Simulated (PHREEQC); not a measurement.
**Copper plating or etch bath (model solution)**

Make-up at 25 °C: 0.25 mol CuCl2, 0.0076 mol HCl and 0.049 mol NaCl per kg of water. Closed to the air; pH follows from the charge balance.

Computed with PHREEQC (ion-association model, wateq4f.dat).

Precipitation was switched off in this run.

What pH does the model give?

pH 2.24.

In which forms is Cl present?

Cl- 88 %, CuCl+ 10 %, CuCl2 1.8 % of the Cl.
